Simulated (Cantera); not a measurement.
Input: 1 mol Fe3O4, 1.3 mol CH4, 1 mol CO, equilibrated at 1423 K and 17.0 Pa.

Cantera equilibrium calculation (NASA polynomials, part measured and part estimated; ideal gas, pure solids and liquids). Candidate condensed phases: C, C6H6, C7H8, C8H18, Fe, Fe(CO)5, FeO, Fe(OH)2, Fe(OH)3, Fe2O3, Fe3O4, H2O; 114 gas species. Mutual solubility and eutectic melting of coexisting phases are not modelled. The tables' stoichiometric FeO is somewhat more stable than real wüstite, so its field is too wide. FeO: taken at fixed stoichiometry. The numbers say what is thermodynamically allowed, not how fast it happens.

Base state: CO 0.401, H2 0.383, H2O 0.148, CO2 0.0682, H 0.000315, Fe 0.000157 (mole fractions); condensed: Fe(γ) + FeO(s).

Problem. What changes in the equilibrium state with this change: temperature from 1423 K to 2448 K?

Solution. 
```tsv
species	before	after
H	0.000315	0.308
Fe	0.000157	0.254
CO	0.401	0.186
H2	0.383	0.0407
O	1.95e-9	0.128
O2	<1e-9	0.0223
OH	2.64e-6	0.0255
H2O	0.148	0.0173
CO2	0.0682	0.0130
FeO	1.70e-7	0.00514
Fe(γ), mol	1.36	0
FeO(s), mol	1.64	0
```
